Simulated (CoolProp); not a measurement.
Vapour-liquid equilibrium of C3F8 (R218) (1) + R134a (2) at 1260 kPa; x and y are mole fractions of (1).

Values from CoolProp's multi-fluid Helmholtz-energy mixture model, Lemmon 2006 and Tillner-Roth 1994; pair parameters Bell 2016.

| x | bubble temperature, mixture model (°C) | bubble temperature, Raoult's law (°C) | y, mixture model | y, Raoult's law |
|---|---|---|---|---|
| 0.05 | 44.8 | 47.8 | 0.108 | 0.061 |
| 0.2 | 38.1 | 46.4 | 0.320 | 0.236 |
| 0.35 | 34.9 | 45.1 | 0.446 | 0.400 |
| 0.5 | 33.4 | 43.8 | 0.543 | 0.554 |
| 0.65 | 33.1 | 42.5 | 0.638 | 0.698 |
| 0.8 | 34.2 | 41.2 | 0.754 | 0.833 |
| 0.95 | 37.6 | 39.9 | 0.923 | 0.960 |

The largest gap from Raoult's law is -10.4 K in bubble temperature, at x = 0.5. y crosses x between x = 0.5 and 0.65: the model has an azeotrope there.

The pair parameters rest on a limited set of measurements; away from them the model extrapolates.
